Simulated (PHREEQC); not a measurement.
Consider water at 25 °C with 36 mmol/kgw NH4HF2, 7.8 mmol/kgw H2SiF6, 2.9 mmol/kgw HBF4 and 120 mmol/kgw HCl. Closed to the air; pH follows from the charge balance.

All values are PHREEQC results (ion-association model, phreeqc.dat), not measurements.

| quantity | before | after |
|---|---|---|
| pH | 1.08 | 1.09 |
| ionic strength (mol/kgw) | 0.147 | 0.144 |
| HF (mol/kgw) | 0.0708 | 0.00731 |
| F- (mol/kgw) | 0.000797 | 8.44e-5 |
| HF2- (mol/kgw) | 0.000215 | 2.36e-6 |
| BF3OH- (mol/kgw) | 1.44e-5 | 9.14e-5 |

### Question
Which change was made?
A) HBF4 from 0.0029 to 0.029 mol/kgw
B) NH4HF2 from 0.036 to 0.0324 mol/kgw
C) NH4HF2 left out
D) H2SiF6 replaced by NH4BF4 at the same molality
E) NH4HF2 replaced by NH4HS at the same molality

### Answer
E, NH4HF2 replaced by NH4HS at the same molality

Precipitation was switched off in this run. Some of these states are supersaturated (in Quartz (slow to form), Chalcedony (slow to form), for instance). SiF6-2 is the database's only silicon fluoride. Real BF4- forms and hydrolyses slowly; the run takes it at equilibrium.
